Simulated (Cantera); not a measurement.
Input: 1 mol Si₃N₄, 0.004 mol Si, 0.3 mol H₂, at 2100 K and 13.3 mbar.

Cantera equilibrium calculation (NASA polynomials, part measured and part estimated; ideal gas, pure solids and liquids). Candidate condensed phases: Si, Si₃N₄; 18 gas species. The tables' values for SiN are old estimates; treat these amounts as uncertain. Gases not in the tables: Si₂H₆ and higher silanes. Equilibrium is a limit: real reactors are often held back by kinetics, nucleation or transport.

Base state: N₂ 0.856, H₂ 0.124, Si 0.0100, H 0.00949, Si₂N 0.000266, SiN 0.000222, SiH 0.000220, Si₂ 0.000130 (mole fractions); condensed: Si(l).

**Question.** What changes in the equilibrium state with this change: H₂ from 0.3 to 0.13 mol?

**Answer.** 
```tsv
species	before	after
N₂	0.856	0.926
H₂	0.124	0.0569
Si	0.0100	0.0100
H	0.00949	0.00644
SiH₂	2.25e-5	1.04e-5
SiH	0.000220	0.000150
SiN	0.000222	0.000231
Si(l), mol	2.98	2.98
```
